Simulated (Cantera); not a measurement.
Input (Python, Cantera):

```python
import numpy as np
import cantera as ct

gas = ct.Solution("gri30.yaml")
gas.TPX = 700, 1000000, {'CH3OH': 1.6, 'O2': 1.92, 'N2': 18.1}
inlet = ct.Reservoir(gas, clone=True)
gas.equilibrate("HP")  # start burning
reactor = ct.IdealGasConstPressureReactor(gas, energy="on", clone=False)
exhaust = ct.Reservoir(gas, clone=True)
tau = [0.046, 0.021, 0.0096, 0.0044, 0.002, 0.00092, 0.00042, 0.00019, 8.8e-05, 4e-05][0]
for a, b in ((inlet, reactor), (reactor, exhaust)):
    ct.MassFlowController(a, b, mdot=lambda t: reactor.mass / tau)
net = ct.ReactorNet([reactor])
show = ['CH3OH', 'O2', 'OH', 'HCO', 'CH2', 'C2H6']

rows = []
print(f"{'tau/s':>10s}{'T/K':>9s}" + "".join(f"{s:>11s}" for s in show))
for tau in [0.046, 0.021, 0.0096, 0.0044, 0.002, 0.00092, 0.00042, 0.00019, 8.8e-05, 4e-05]:
    net.initial_time = 0.0
    net.advance(30 * tau)
    before = gas.X
    net.advance(40 * tau)
    drift = np.max(np.abs(gas.X - before) / (gas.X + 1e-9))
    rows.append([gas.T, *gas[show].X, drift])
    print(f"{tau:10.3e}{gas.T:9.1f}" + "".join(f"{x:11.3e}" for x in gas[show].X))
```

Result:

```
     tau/s      T/K      CH3OH         O2         OH        HCO        CH2       C2H6
 4.600e-02   1699.3  2.960e-06  8.745e-05  7.060e-05  5.349e-08  4.848e-09  1.849e-10
 2.100e-02   1697.9  4.648e-06  1.379e-04  9.890e-05  8.703e-08  1.128e-08  4.107e-10
 9.600e-03   1695.7  7.411e-06  2.207e-04  1.363e-04  1.469e-07  2.673e-08  1.005e-09
 4.400e-03   1692.5  1.204e-05  3.594e-04  1.839e-04  2.586e-07  6.227e-08  2.570e-09
 2.000e-03   1687.5  2.023e-05  6.027e-04  2.429e-04  4.794e-07  1.410e-07  6.770e-09
 9.200e-04   1679.5  3.503e-05  1.035e-03  3.088e-04  9.191e-07  2.991e-07  1.776e-08
 4.200e-04   1665.5  6.497e-05  1.878e-03  3.737e-04  1.847e-06  5.945e-07  4.765e-08
 1.900e-04   1636.7  1.399e-04  3.805e-03  4.039e-04  3.930e-06  1.043e-06  1.353e-07
 8.800e-05    700.0  7.401e-02  8.881e-02  1.208e-21  4.151e-28  2.034e-22  5.244e-21
 4.000e-05    700.0  7.401e-02  8.881e-02  1.207e-21  7.009e-30  2.033e-22  3.371e-24
```

Cantera simulation using GRI-Mech 3.0 (53 species, 325 reactions); the numbers are that mechanism's predictions, not measurements. GRI-Mech 3.0 was tuned for natural gas; its chemistry of methanol as a main component is partial and can be far from experiment.
